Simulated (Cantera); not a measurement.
# Equilibrium for silicon epitaxy and polysilicon growth: Si3H8 + HCl + N2

Feed: 1 mol Si3H8, 1.2 mol HCl, a varied amount of N2, at 1373 K and 7.50 Torr.

These are equilibrium values from Cantera (NASA tables, ideal gas, pure condensed phases), not measurements of a reactor. Candidate condensed phases: NH4Cl, Si, Si3N4; 28 gas species. The feed counts by its element totals alone. N2 is the only nitrogen source here; it is nearly inert below about 1500 K, so the nitride shown seldom forms there in practice. The tables' values for SiCl3 are old estimates; treat these amounts as uncertain. Rates play no part.

```json
[
 {"n(N2) (mol)": "8.9", "log p N2": "-2.24", "log p H2": "-2.48", "log p HCl": "-3.01", "log p SiCl2": "-5.26", "n Si3N4(s)": "0.997"},
 {"n(N2) (mol)": "13", "log p N2": "-2.17", "log p H2": "-2.61", "log p HCl": "-3.14", "log p SiCl2": "-5.44", "n Si3N4(s)": "0.998"},
 {"n(N2) (mol)": "18", "log p N2": "-2.12", "log p H2": "-2.72", "log p HCl": "-3.25", "log p SiCl2": "-5.58", "n Si3N4(s)": "0.998"},
 {"n(N2) (mol)": "26", "log p N2": "-2.09", "log p H2": "-2.86", "log p HCl": "-3.39", "log p SiCl2": "-5.74", "n Si3N4(s)": "0.998"},
 {"n(N2) (mol)": "37", "log p N2": "-2.06", "log p H2": "-3.00", "log p HCl": "-3.53", "log p SiCl2": "-5.90", "n Si3N4(s)": "0.998"},
 {"n(N2) (mol)": "52", "log p N2": "-2.04", "log p H2": "-3.14", "log p HCl": "-3.67", "log p SiCl2": "-6.05", "n Si3N4(s)": "0.998"},
 {"n(N2) (mol)": "75", "log p N2": "-2.03", "log p H2": "-3.29", "log p HCl": "-3.82", "log p SiCl2": "-6.21", "n Si3N4(s)": "0.998"},
 {"n(N2) (mol)": "110", "log p N2": "-2.02", "log p H2": "-3.45", "log p HCl": "-3.98", "log p SiCl2": "-6.37", "n Si3N4(s)": "0.998"},
 {"n(N2) (mol)": "150", "log p N2": "-2.01", "log p H2": "-3.58", "log p HCl": "-4.11", "log p SiCl2": "-6.51", "n Si3N4(s)": "0.998"},
 {"n(N2) (mol)": "220", "log p N2": "-2.01", "log p H2": "-3.75", "log p HCl": "-4.27", "log p SiCl2": "-6.68", "n Si3N4(s)": "0.998"}
]
```
log p: log10 of the partial pressure in bar; n: condensed amount in mol.

From 8.9 mol N2 to 220 mol N2 the condensed part is Si3N4(s). The main Si-bearing gas is SiCl2 throughout.
